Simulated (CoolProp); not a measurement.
50 sccm (0 °C, 1 atm) of nitrogen bubbles through liquid octamethylcyclotetrasiloxane (D4) at 326.5 K and leaves saturated at a total pressure of 0.0237 MPa (ideal gas phase). Each further row changes one setting.

Values from CoolProp's reference Helmholtz-energy equation of state, Thol 2015.

```json
[
 {"case": "as stated", "vapour pressure (kPa)": "0.878", "mole fraction of vapour": "0.0370", "delivery (mg/min)": "25.5", "delivery (sccm)": "1.92", "change of delivery for a bath 1 K warmer (%)": "6.3"},
 {"case": "bath temperature 331.5 K", "vapour pressure (kPa)": "1.17", "mole fraction of vapour": "0.0494", "delivery (mg/min)": "34.4", "delivery (sccm)": "2.60", "change of delivery for a bath 1 K warmer (%)": "6.1"},
 {"case": "total pressure 0.0474 MPa", "vapour pressure (kPa)": "0.878", "mole fraction of vapour": "0.0185", "delivery (mg/min)": "12.5", "delivery (sccm)": "0.944", "change of delivery for a bath 1 K warmer (%)": "6.1"}
]
```
